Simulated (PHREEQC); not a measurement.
Consider water at 25 °C with 63 mmol/kgw HF, 120 mmol/kgw NH4F, 0.24 mmol/kgw H2SiF6 and 1.6 mmol/kgw H3PO4. Closed to the air; pH follows from the charge balance.

Equilibrium calculation in PHREEQC: ion-association model, phreeqc.dat.

No solid was allowed to form.

Q: Estimate the pH.

A: pH 3.37.

Q: In which forms is F present?

A: F- 55 %, HF 25 %, HF2- 19 %, SiF6-2 0.8 % of the F.

SiF6-2 is the database's only silicon fluoride.
